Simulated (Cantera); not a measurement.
A Cantera script and what it prints.

```python
import numpy as np
import cantera as ct

gas_names = """
    F FO FO2 F2 F2O H HF HNO HNO2 HNO3 HOF HO2 H2 H2F2 H2O H2O2 H3F3 H4F4 H5F5 H6F6 H7F7 N NF NF2 NF3 NH
    NH2 NH3 NH2OH NO NO2 NO3 N2 N2H2 N2H4 N2O O OH O2 O3 Si SiF SiF2 SiF3 SiF4 SiH SiHF3 SiH2 SiH2F2
    SiH3 SiH3F SiH4 SiN SiO SiO2 Si2 Si2N Si3
""".split()
cond_names = """
    H2O(s) H2O(L) Si(cr) Si(L) SiO2(Lqz) SiO2(hqz) SiO2(L) Si2N2O(s) Si3N4(a)
""".split()


def load(file, names, dense=False):
    # The tables refer to 1 bar. Condensed volumes are neglected.
    table = {s.name: s for s in ct.Species.list_from_file(file)}
    out = []
    for n in names:
        d = dict(table[n].input_data)
        d["thermo"] = dict(d["thermo"], **{"reference-pressure": 1e5})
        if dense:
            d["equation-of-state"] = {"model": "constant-volume", "density": "1e6 g/cm^3"}
        out.append(ct.Species.from_dict(d))
    return out


gas = ct.Solution(thermo="ideal-gas", species=load("nasa_gas.yaml", gas_names))
cond = {s.name: ct.Solution(thermo="fixed-stoichiometry", species=[s], name=s.name)
        for s in load("nasa_condensed.yaml", cond_names, dense=True)}
atoms = {
    'Si3N4': {'Si': 3, 'N': 4},
    'F2': {'F': 2},
    'H2': {'H': 2},
    'H2O': {'H': 2, 'O': 1},
}
top_T = {'Si2N2O(s)': 2100, 'Si3N4(a)': 2400}  # K; cautious upper limits of use, not melting points


def equilibrate(T, P, feed):
    n = {}
    for name, mol in feed.items():
        for a, k in atoms[name].items():
            n[a] = n.get(a, 0.0) + k * mol
    gas.TPX = T, P, n
    mass = sum(n.values()) * gas.mean_molecular_weight
    gas.equilibrate("TP")
    valid = [c for c in cond.values() if c.min_temp <= T <= top_T.get(c.name, c.max_temp)]
    mix = ct.Mixture([(gas, mass / gas.mean_molecular_weight)] + [(c, 0.0) for c in valid])
    mix.T, mix.P = T, P
    mix.equilibrate("TP", solver="vcs", rtol=1e-11, max_steps=5000)
    return mix


results = []
feed = {'Si3N4': 1, 'F2': 1.3, 'H2': 21, 'H2O': 24}  # mol
T = 848  # K
P = 10000  # Pa
mix = equilibrate(T, P, feed)
results.append((T, P, feed, dict(zip(mix.species_names, mix.species_moles))))
x = sorted(zip(gas.X, gas.species_names), reverse=True)
print(f"T = {T:g} K  P = {P:g} Pa  gas = {mix.phase_moles(0):.4g} mol")
print("   x: " + "  ".join(f"{s} {v:.3e}" for v, s in x if v > 1e-05))
print("   condensed (mol): " + ("  ".join(f"{mix.phase(i).name} {mix.phase_moles(i):.4g}"
      for i in range(1, mix.n_phases) if mix.phase_moles(i) > 1e-12) or "none"))
```

Output:

```
T = 848 K  P = 10000 Pa  gas = 48.29 mol
   x: H2 5.322e-01  H2O 3.733e-01  HF 5.281e-02  N2 4.141e-02  SiF4 2.593e-04  NH3 1.493e-05
   condensed (mol): SiO2(hqz) 2.987
```

Cantera equilibrium calculation (NASA polynomials, part measured and part estimated; ideal gas, pure solids and liquids).
